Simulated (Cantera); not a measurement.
Charge: 1 mol SiH₂Cl₂, 0.26 mol C₂H₂, 310 mol H₂, at 1700 K and 1.50 mbar.

These are equilibrium values from Cantera (NASA tables, ideal gas, pure condensed phases), not measurements of a reactor. Candidate condensed phases: C, C₆H₆, C₇H₈, C₈H₁₈, Si, SiC; 109 gas species. Mutual solubility and eutectic melting of coexisting phases are not modelled. The tables' values for SiCl are old estimates; treat these amounts as uncertain. Gases not in the tables: Si₂H₆ and higher silanes. Kinetics and transport are ignored.

Task: What is the equilibrium state?

Result: 
```
Property                                   Result
--------------------------------------  ---------
x(H₂)                                       0.989
x(HCl)                                    0.00609
x(H)                                      0.00378
x(Si)                                    0.000452
x(SiCl₂)                                 0.000134
x(SiH)                                    2.70e-5
x(Cl)                                     1.81e-5
x(SiCl)                                   1.74e-5
x(SiH₂)                                   1.40e-5
n(Si(l))                                0.276 mol
n(SiC(s))                               0.519 mol
gas amount                              313.0 mol
log10 activity of C(graphite) (absent)      -1.83
```
